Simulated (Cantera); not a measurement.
# Equilibrium for hydrogen reduction and annealing atmospheres: Cu2O + H2 + H2O

A closed system holds: 1 mol Cu2O, 790 mol H2, 0.042 mol H2O, held at 13.3 mbar.

Cantera equilibrium calculation (NASA polynomials, part measured and part estimated; ideal gas, pure solids and liquids). Candidate condensed phases: Cu, CuO, Cu(OH)2, Cu2O, H2O; 12 gas species. Rates play no part.

From 948 K to 1348 K the condensed part is Cu(s). From 1448 K to 1548 K the condensed part is Cu(l). From 1648 K to 1748 K nothing is condensed.

```tsv
T (K)	x H2	x Cu	x H	x H2O	x Cu2	x OH	n Cu(s)	n Cu(l)
948	0.999	1.30e-10	4.54e-9	0.00132	<1e-12	<1e-12	2.00	0
1048	0.999	7.34e-9	6.69e-8	0.00132	<1e-12	<1e-12	2.00	0
1148	0.999	2.04e-7	6.20e-7	0.00132	3.09e-12	4.89e-12	2.00	0
1248	0.999	3.30e-6	4.04e-6	0.00132	1.60e-10	5.45e-11	2.00	0
1348	0.999	3.51e-5	2.00e-5	0.00132	4.53e-9	4.26e-10	1.97	0
1448	0.998	0.000249	7.98e-5	0.00132	6.88e-8	2.51e-9	0	1.80
1548	0.997	0.00135	0.000266	0.00132	7.13e-7	1.17e-8	0	0.931
1648	0.995	0.00252	0.000769	0.00132	9.97e-7	4.57e-8	0	0
1748	0.994	0.00252	0.00197	0.00131	4.42e-7	1.52e-7	0	0
```
x: gas mole fraction; n: condensed amount in mol.
